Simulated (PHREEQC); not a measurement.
Make-up at 20 °C: 0.29 mol MgCl2 and 0.0033 mol H3BO3 per kg of water. Closed to the air; pH follows from the charge balance.

Computed with PHREEQC (Pitzer model, pitzer.dat).

This is a speciation only: nothing precipitates in the calculation.

Task: Estimate the pH, osmotic coefficient.

Result: pH 5.48; osmotic coefficient 0.895.

Complexes and solids missing from the database can't appear.
